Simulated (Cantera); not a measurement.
An isothermal, constant-pressure homogeneous reactor starts with C₂H₆ : H₂ = 1 : 17 (molar parts), at 1050 K and 0.00868 atm.

Model: GRI-Mech 3.0 (53 species, 325 reactions), integrated in Cantera. GRI-Mech 3.0 stops at C3 and has no aromatics, soot or wall deposition, so with more carbon than oxygen in the feed, carbon stays in small species such as C2H2 where larger ones or solid carbon would form. Radical loss at walls, strong at low pressure, is not modelled.

x: mole fraction; the columns are a selection and need not sum to one.

| t (s) | x C₂H₆ | x H₂ | x H | x C₂H₂ | x C₂H₄ | x C₂H |
|---|---|---|---|---|---|---|
| 2.00e-5 | 0.0556 | 0.944 | 4.41e-11 | <1e-12 | <1e-12 | <1e-12 |
| 6.11e-5 | 0.0556 | 0.944 | 3.55e-10 | <1e-12 | <1e-12 | <1e-12 |
| 0.000186 | 0.0556 | 0.944 | … | <1e-12 | 5.61e-11 | <1e-12 |
| 0.000569 | 0.0556 | 0.944 | … | <1e-12 | 2.47e-9 | <1e-12 |
| 0.00174 | 0.0556 | 0.944 | … | <1e-12 | 6.51e-8 | <1e-12 |
| 0.00530 | 0.0556 | 0.944 | … | <1e-12 | 1.01e-6 | <1e-12 |
| 0.0162 | 0.0555 | 0.944 | … | 1.36e-11 | 1.13e-5 | <1e-12 |
| 0.0494 | 0.0554 | 0.944 | … | 1.20e-9 | 0.000110 | <1e-12 |
| 0.151 | 0.0544 | 0.944 | … | 9.62e-8 | 0.000978 | <1e-12 |
| 0.461 | 0.0480 | 0.944 | … | 4.61e-6 | 0.00635 | <1e-12 |
| 1.41 | 0.0295 | 0.942 | … | 7.24e-5 | 0.0214 | <1e-12 |
| 4.29 | 0.00705 | 0.940 | … | 0.000523 | 0.0392 | <1e-12 |
| 13.1 | 0.000834 | 0.939 | … | 0.00159 | 0.0430 | <1e-12 |
| 40.0 | 0.000392 | 0.939 | … | 0.00323 | 0.0415 | <1e-12 |

Task: Fill in the missing entries.

Result: 
- 0.000186, x H: 2.26e-9
- 0.000569, x H: 9.58e-9
- 0.00174, x H: 2.95e-8
- 0.00530, x H: 8.57e-8
- 0.0162, x H: 2.56e-7
- 0.0494, x H: 7.67e-7
- 0.151, x H: 2.17e-6
- 0.461, x H: 4.06e-6
- 1.41, x H: 4.46e-6
- 4.29, x H: 4.04e-6
- 13.1, x H: 1.89e-6
- 40.0, x H: 1.30e-6
